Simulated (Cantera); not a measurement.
Input: 1 mol SiH2Cl2, a varied amount of HCl, 17 mol H2, held at 1298 K and 1.20 bar.

Points: n(HCl) (mol) = 0.27, 0.34, 0.42, 0.5, 0.57, 0.65, 0.73, 0.8, 0.88, 0.95, 1, 1.1, 1.2.

Cantera's Mixture.equilibrate('TP', solver="vcs", rtol=1e-11, max_steps=5000) on the NASA tables stopped like this:

```
ERROR: FAILURE its = 5001!

*******************************************************************************
CanteraError thrown by MultiPhase::equilibrate:
VCS solver failed. Return code: -1
*******************************************************************************
```

**Question.** What got this run through?

**Answer.** This is not unique; one that fits is The failure is numerical, not chemical. The same input converged with solver="gibbs", rtol=1e-10, max_steps=50000, and the result passed a check of the equilibrium conditions:
```
log10 of partial pressures in bar; condensed amounts in mol
    n(HCl)        H2       HCL     SiCL4    SiHCL3     SiCL2     SiCL3   SiH2CL2    Si(cr)
      0.27     0.049    -1.303    -2.002    -1.996    -2.229    -2.504    -2.841     0.518
      0.34     0.048    -1.298    -1.982    -1.981    -2.220    -2.489    -2.832    0.4998
      0.42     0.048    -1.293    -1.961    -1.966    -2.209    -2.473    -2.822    0.4789
       0.5     0.047    -1.288    -1.941    -1.951    -2.199    -2.458    -2.812     0.458
      0.57     0.046    -1.284    -1.924    -1.938    -2.190    -2.445    -2.804    0.4397
      0.65     0.046    -1.280    -1.905    -1.924    -2.181    -2.431    -2.795    0.4187
      0.73     0.045    -1.276    -1.886    -1.911    -2.172    -2.417    -2.787    0.3977
       0.8     0.045    -1.272    -1.871    -1.900    -2.164    -2.406    -2.780    0.3792
      0.88     0.044    -1.268    -1.854    -1.887    -2.156    -2.393    -2.772    0.3582
      0.95     0.043    -1.265    -1.840    -1.877    -2.148    -2.382    -2.765    0.3397
         1     0.043    -1.263    -1.830    -1.870    -2.143    -2.375    -2.761    0.3265
       1.1     0.042    -1.258    -1.811    -1.856    -2.134    -2.360    -2.752    0.3001
       1.2     0.041    -1.254    -1.792    -1.842    -2.125    -2.347    -2.743    0.2736
```

The gas is ideal and each condensed phase is pure. The tables' values for SiCl3 are old estimates; treat these amounts as uncertain.
